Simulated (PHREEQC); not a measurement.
Make-up at 25 °C: 0.0095 mol TMAH, 4.5e-07 mol H4SiO4 and 0.0056 mol K3PO4 per kg of water. Closed to the air; pH follows from the charge balance.

Computed with PHREEQC (ion-association model, wateq4f.dat).

Task: The ionic strength comes out as 0.0376 mol/kgw. What activity coefficients do K+, OH-, PO4-3, KHPO4-, HPO4-2 get?

Result: K+ 0.83, OH- 0.83, PO4-3 0.21, KHPO4- 0.84, HPO4-2 0.50.

Precipitation was switched off in this run. Species that the database lacks are ignored. (CH3)4N+ isn't in the database: it is added as a free cation with an ion size of 4 Å. H3PO4, which wateq4f.dat lacks, is added to it with the constant of phreeqc.dat.
